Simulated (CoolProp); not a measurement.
Vapour-liquid equilibrium of diethyl ether (1) + ethanol (2) at 306.5 K; x and y are mole fractions of (1).

Model: multi-fluid Helmholtz-energy mixture model, Thol 2014 and Schroeder 2014; pair parameters Bell 2016, in CoolProp.

```
x      bubble pressure, mixture model (MPa)  bubble pressure, Raoult's law (MPa)  y, mixture model  y, Raoult's law
-----  ------------------------------------  -----------------------------------  ----------------  ---------------
0.05                                    [?]                              0.01682             0.482            0.290
0.125                               0.03693                              0.02318             0.694            0.525
0.2                                 0.04787                              0.02955             0.779            0.659
0.275                               0.05643                              0.03591             0.823            0.746
0.35                                0.06307                              0.04227             0.851            0.807
0.425                               0.06827                              0.04863               [?]            0.851
0.5                                 0.07251                              0.05499             0.885            0.886
0.575                                   [?]                              0.06136             0.898            0.913
0.65                                0.07955                              0.06772             0.911            0.935
0.725                               0.08293                              0.07408             0.924            0.953
0.8                                 0.08648                              0.08044             0.939            0.969
0.875                               0.09031                              0.08681             0.958            0.982
0.95                                0.09446                              0.09317             0.981            0.993
```

### Question
Fill in the missing entries.

### Answer

- 0.05, bubble pressure, mixture model (MPa): 0.02326
- 0.425, y, mixture model: 0.871
- 0.575, bubble pressure, mixture model (MPa): 0.07616

The largest gap from Raoult's law is +62.0 % in bubble pressure, at x = 0.2. No azeotrope shows between x = 0.05 and 0.95.

The pair parameters rest on a limited set of measurements; away from them the model extrapolates. With so large a gap from Raoult's law the liquid may split in two, which this calculation doesn't test in full.
